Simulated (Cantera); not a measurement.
Charge: 1 mol Si, 3.6 mol CO₂, 190 mol H₂, 1.8 mol H₂O, held at 750 Torr.

Cantera equilibrium calculation (NASA polynomials, part measured and part estimated; ideal gas, pure solids and liquids). Candidate condensed phases: C, C₆H₆, C₇H₈, C₈H₁₈, H₂O, Si, SiC, SiO₂; 123 gas species. The tables hold silica as quartz up to 1696 K and as liquid above; real silica turns to tridymite and cristobalite and melts near 1996 K. Gases not in the tables: Si(OH)₄. Equilibrium is a limit: real reactors are often held back by kinetics, nucleation or transport.

x: gas mole fraction; n: condensed amount in mol.

| T (K) | x H₂ | x H₂O | x CO | x SiO | x H | n SiO₂(β-quartz) | n SiO₂(condensed) | n SiO₂(l) |
|---|---|---|---|---|---|---|---|---|
| 1625 | 0.964 | 0.0173 | 0.0183 | 2.67e-6 | 6.93e-5 | 0.999 | 0 | 0 |
| 1675 | 0.964 | 0.0173 | 0.0183 | 8.74e-6 | 0.000114 | 0.998 | 0 | 0 |
| 1725 | 0.964 | 0.0173 | 0.0183 | 2.64e-5 | 0.000182 | 0 | 0.995 | 0 |
| 1775 | 0.964 | 0.0174 | 0.0183 | ___ | ___ | 0 | 0.986 | 0 |
| 1825 | 0.963 | 0.0175 | 0.0183 | ___ | ___ | 0 | 0.962 | 0 |
| 1875 | 0.963 | 0.0178 | 0.0183 | 0.000482 | 0.000643 | 0 | 0.906 | 0 |
| 1925 | 0.961 | 0.0184 | 0.0183 | 0.00111 | 0.000937 | 0 | 0.783 | 0 |
| 1975 | 0.958 | 0.0196 | 0.0183 | 0.00237 | 0.00134 | 0 | 0.536 | 0 |
| 2025 | 0.953 | 0.0218 | 0.0182 | 0.00462 | 0.00188 | 0 | 0 | 0.0916 |

Task: What belongs in the gaps?

Result: 
- 1825, x SiO: 0.000195
- 1825, x H: 0.000432
- 1775, x SiO: 7.41e-5
- 1775, x H: 0.000284
